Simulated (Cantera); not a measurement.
Input (Python, Cantera) and output of one run.

```python
import numpy as np
import cantera as ct

gas_names = """
    AL ALN ALO ALO2 AL2 AL2O AL2O2 N NO NO2 NO3 N2 N2O O O2 O3
""".split()
cond_names = """
    AL(cr) AL(L) ALN(s) AL2O3(a) AL2O3(L)
""".split()


# ... load() reads the species with a 1 bar reference pressure and builds the phases ...
atoms = {
    'AlN': {'AL': 1, 'N': 1},
    'O2': {'O': 2},
}
top_T = {'ALN(s)': 2750}  # K; cautious upper limits of use, not melting points


# ... equilibrate(T, P, feed) seeds the gas with the atoms and calls Mixture.equilibrate('TP', solver="vcs", rtol=1e-11, max_steps=5000) ...
results = []
T = 1500  # K
P = 17  # Pa
for m in [0.49, 0.64, 0.82, 1.1, 1.4, 1.8, 2.3]:
    feed = {'AlN': 1, 'O2': m}  # mol
    mix = equilibrate(T, P, feed)
    results.append((T, P, feed, dict(zip(mix.species_names, mix.species_moles))))

top = {s: max(r[3][s] / sum(r[3][g] for g in gas_names) for r in results) for s in gas_names}
cols = sorted((s for s in top if top[s] > 1e-05), key=lambda s: -top[s])[:6]
seen = [c for c in cond_names if any(r[3].get(c, 0) > 1e-12 for r in results)]
print("log10 of partial pressures in bar; condensed amounts in mol")
print(f"{'n(O2)':>10s}" + "".join(f"{s[:9]:>10s}" for s in cols + seen))
for T, P, feed, n in results:
    ng = sum(n[g] for g in gas_names)
    print(f"{feed['O2']:10.4g}" + "".join(f"{np.log10(max(n[s] / ng * P / 1e5, 1e-99)):10.3f}" for s in cols)
          + "".join(f"{n.get(c, 0):10.4g}" for c in seen))
```

Output:

```
log10 of partial pressures in bar; condensed amounts in mol
     n(O2)        N2        O2        NO         O        AL    ALN(s)  AL2O3(a)
      0.49    -3.770   -23.178   -15.995   -16.981    -8.324    0.3467    0.3267
      0.64    -3.770   -23.178   -15.995   -16.981    -8.324    0.1467    0.4267
      0.82    -3.827    -4.682    -6.776    -7.733   -22.196         0       0.5
       1.1    -4.001    -4.156    -6.600    -7.470   -22.590         0       0.5
       1.4    -4.132    -4.018    -6.597    -7.401   -22.694         0       0.5
       1.8    -4.262    -3.939    -6.622    -7.362   -22.753         0       0.5
       2.3    -4.384    -3.891    -6.659    -7.338   -22.789         0       0.5
```

Equilibrium computed with Cantera from the NASA thermochemical tables; the gas is ideal and each condensed phase is pure. Mutual solubility and eutectic melting of coexisting phases are not modelled.
